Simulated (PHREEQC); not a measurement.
Dissolve 0.03 mol/kgw NaBF4 at 25 °C. Closed to the air; pH follows from the charge balance.

Equilibrium calculation in PHREEQC: ion-association model, wateq4f.dat.

```yaml
pH: 2.85
ionic_strength: 0.0316 mol/kgw
total_alkalinity: -90.0 meq/kg
```

```
species  molality  activity   log γ
-------  --------  --------  ------
Na+        0.0300    0.0254  -0.071
BF4-       0.0263    0.0219  -0.079
HF        0.00499   0.00503   0.003
F-        0.00281   0.00236  -0.075
BF3OH-    0.00192   0.00160  -0.079
H+        0.00162   0.00142  -0.059
```

No solid was allowed to form. Real BF4- forms and hydrolyses slowly; the run takes it at equilibrium.
